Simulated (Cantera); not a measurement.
Mixture: CH₄ : O₂ : N₂ = 1 : 1.67 : 6.27 (molar parts), equivalence ratio 1.2, at 7500 Torr, adiabatic and at constant volume. Ignition delay is the time to a rise of 400 K.

Detailed kinetics in Cantera: GRI-Mech 3.0 (53 species, 325 reactions).

Task: What does this change do: CH4 1 to 2 parts?

Result: 
```csv
quantity,before,after
delay at 1025 K,56.9 ms,81.8 ms
delay at 1225 K,3.62 ms,5.27 ms
delay at 1425 K,0.392 ms,0.554 ms
delay at 1625 K,59.7 µs,78.2 µs
delay at 1825 K,12.7 µs,15.1 µs
apparent activation energy between 1625 and 1825 K,190 kJ/mol,200 kJ/mol
```
